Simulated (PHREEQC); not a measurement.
A made-up water analysis in mmol/kgw, 82 °C, pH 6.4, pe 10.4: Na 0.0813; K 1.47; Ca 0.124; Mg 0.0778; Cl 0.454; S(6) 0.568; Alkalinity (meq/kgw) 0.325; Li 0.000798; N(5) 0.00141; O(0) (counted as O atoms) 0.00485; Zn 0.00161.

Cl is adjusted to close the charge balance.
Valence states are taken as typed.

Model: ion-association model, phreeqc.dat, run in PHREEQC.

The ionic strength comes out as 0.00261 mol/kgw. What activity coefficients do Mg+2, SO4-2, K+, Na+, Ca+2 get?

Mg+2 0.78, SO4-2 0.78, K+ 0.94, Na+ 0.94, Ca+2 0.78.

This is a speciation only: nothing precipitates in the calculation. Constants without temperature data keep their 25 °C values here.
